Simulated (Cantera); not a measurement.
A perfectly stirred reactor is fed with CH4 : H2 : CO2 = 0.0055 : 1 : 0.0021 (molar parts), at 0.0267 bar; it is held at 1223 K, and followed from long to short residence time.

Model: GRI-Mech 3.0 (53 species, 325 reactions), integrated in Cantera. GRI-Mech 3.0 stops at C3 and has no aromatics, soot or wall deposition, so with more carbon than oxygen in the feed, carbon stays in small species such as C2H2 where larger ones or solid carbon would form. Radical loss at walls, strong at low pressure, is not modelled.

### Question
What does this change do: temperature 1223 to 2675 K?

### Answer
| quantity | before | after |
|---|---|---|
| x(CH4) at τ = 9.60 s | 0.00546 | 5.92e-7 |
| x(H2) at τ = 9.60 s | 0.992 | 0.726 |
| x(CO2) at τ = 9.60 s | 0.00206 | 4.93e-9 |
| x(C2H4) at τ = 9.60 s | 1.84e-8 | 1.11e-8 |
| x(C2H) at τ = 9.60 s | <1e-12 | 5.18e-5 |
| x(CH4) at τ = 92.0 ms | 0.00546 | 2.40e-5 |
| x(H2) at τ = 92.0 ms | 0.992 | 0.856 |
| x(CO2) at τ = 92.0 ms | 0.00208 | 1.11e-6 |
| x(C2H4) at τ = 92.0 ms | <1e-12 | 6.19e-8 |
| x(C2H) at τ = 92.0 ms | <1e-12 | 2.53e-5 |

### Question
What does this change do: temperature 1223 to 2625 K?

### Answer
| quantity | before | after |
|---|---|---|
| x(CH4) at τ = 9.60 s | 0.00546 | 8.54e-7 |
| x(H2) at τ = 9.60 s | 0.992 | 0.768 |
| x(CO2) at τ = 9.60 s | 0.00206 | 6.55e-9 |
| x(C2H4) at τ = 9.60 s | 1.84e-8 | 1.42e-8 |
| x(C2H) at τ = 9.60 s | <1e-12 | 3.91e-5 |
| x(CH4) at τ = 92.0 ms | 0.00546 | 3.99e-5 |
| x(H2) at τ = 92.0 ms | 0.992 | 0.884 |
| x(CO2) at τ = 92.0 ms | 0.00208 | 1.54e-6 |
| x(C2H4) at τ = 92.0 ms | <1e-12 | 8.75e-8 |
| x(C2H) at τ = 92.0 ms | <1e-12 | 1.86e-5 |
